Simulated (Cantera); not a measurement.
A closed system holds: 1 mol SiCl4, 1.8 mol O3, 190 mol N2, held at 1400 °C and 3.80 mbar.

Cantera equilibrium calculation (NASA polynomials, part measured and part estimated; ideal gas, pure solids and liquids). Candidate condensed phases: Si, SiO2, Si2N2O, Si3N4; 23 gas species. The tables hold silica as quartz up to 1696 K and as liquid above; real silica turns to tridymite and cristobalite and melts near 1996 K. Rates play no part.

### Question
What is the equilibrium state?

### Answer
```
Property                             Result
--------------------------------  ---------
x(N2)                                 0.971
x(Cl)                                0.0203
x(O2)                               0.00837
x(NO)                              0.000579
x(Cl2)                              5.67e-5
x(O)                                4.97e-5
x(ClO)                              2.31e-6
n(SiO2(β-quartz))                 1.000 mol
gas amount                        195.7 mol
log10 activity of Si(s) (absent)     -14.66
```
